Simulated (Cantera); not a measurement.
A perfectly stirred reactor is fed with 5.46 % CH4, 1.91 % H2, 19.5 % O2, 73.1 % N2, equivalence ratio 0.61, at 9.87 atm; it is adiabatic with a 700 K inlet, and is followed from long to short residence time, starting on the burning branch (τ in s: 0.31, 0.15, 0.07, 0.033, 0.016, 0.0075, 0.0036, 0.0017, 0.0008, 0.00038, 0.00018, 8.6e-05).

Detailed kinetics in Cantera: GRI-Mech 3.0 (53 species, 325 reactions).

x: mole fraction; the columns are a selection and need not sum to one.

```
τ (s)    T (K)     x CH4      x H2    x O2      x CO      x NO   x CH2CO
-------  -----  --------  --------  ------  --------  --------  --------
0.31      2015   3.42e-7   4.90e-5  0.0760  0.000101   0.00118  4.32e-12
0.15      2016   6.97e-7   5.05e-5  0.0763  0.000108  0.000679  1.16e-11
0.070     2016   1.46e-6   5.31e-5  0.0764  0.000123  0.000359  3.70e-11
0.033     2016   3.01e-6   5.82e-5  0.0765  0.000153  0.000189  1.28e-10
0.016     2016   5.90e-6   6.78e-5  0.0766  0.000208  0.000105  4.40e-10
0.0075    2014   1.15e-5   8.71e-5  0.0767  0.000318   6.16e-5       ___
0.0036    2012   2.08e-5  0.000121  0.0768  0.000512   4.08e-5       ___
0.0017    2007   3.68e-5  0.000182  0.0769  0.000855   3.00e-5       ___
0.00080   2000   6.33e-5  0.000285  0.0772   0.00144   2.40e-5       ___
0.00038   1988  0.000107  0.000452  0.0777   0.00241   2.00e-5       ___
0.00018   1969  0.000185  0.000722  0.0786   0.00405   1.63e-5       ___
8.6e-5    1939  0.000331   0.00115  0.0802   0.00678   1.25e-5       ___
```

Task: Fill in the missing entries.

Result: 
- 0.0075, x CH2CO: 1.56e-9
- 0.0036, x CH2CO: 4.95e-9
- 0.0017, x CH2CO: 1.46e-8
- 0.00080, x CH2CO: 3.95e-8
- 0.00038, x CH2CO: 9.96e-8
- 0.00018, x CH2CO: 2.45e-7
- 8.6e-5, x CH2CO: 6.11e-7
